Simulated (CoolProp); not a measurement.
Vapour-liquid equilibrium of diethyl ether (1) + n-hexane (2) at 0.247 bar; x and y are mole fractions of (1).

The numbers come from the multi-fluid Helmholtz-energy mixture model, Thol 2014 and Thol 2019; pair parameters Bell 2016 in CoolProp.

| x | bubble temperature, mixture model (K) | bubble temperature, Raoult's law (K) | y, mixture model | y, Raoult's law |
|---|---|---|---|---|
| 0.05 | 299.1 | 300.1 | 0.190 | 0.156 |
| 0.2 | 291.1 | 293.2 | 0.511 | 0.476 |
| 0.35 | 286.0 | 287.7 | 0.678 | 0.669 |
| 0.5 | 282.2 | 283.4 | 0.786 | 0.794 |
| 0.65 | 279.0 | 279.7 | 0.866 | 0.880 |
| 0.8 | 276.3 | 276.6 | 0.930 | 0.941 |
| 0.95 | 273.9 | 273.9 | 0.984 | 0.987 |

The largest gap from Raoult's law is -2.1 K in bubble temperature, at x = 0.2. No azeotrope shows between x = 0.05 and 0.95.

Pair parameters are fitted to limited data, so mixtures are less certain than the pure fluids.
